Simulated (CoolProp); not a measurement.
Values from CoolProp's reference Helmholtz-energy equation of state, Wu 2011.

Question: For dimethyl ether, give the phase and the cp (kJ/(kg K)), Joule-Thomson coefficient (K/MPa), viscosity (µPa s) at 405.8 K and 222 kPa.

Answer: 
- 405.8 K and 222 kPa: gas; cp 1.77, Joule-Thomson coefficient 8.58, viscosity 12.4

Viscosity comes from a separate model (Meng 2012).
